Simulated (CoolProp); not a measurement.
The numbers come from the reference Helmholtz-energy equation of state, Setzmann 1991 in CoolProp.

**Question.** For methane, give the phase and the density (kg/m³), isothermal compressibility (1/MPa), viscosity (µPa s) at 208.4 K and 49.3 bar.

**Answer.** 
- 208.4 K and 49.3 bar: supercritical; density 69.9, isothermal compressibility 0.349, viscosity 10.3

Viscosity comes from a separate model (Quiñones-Cisneros 2006).
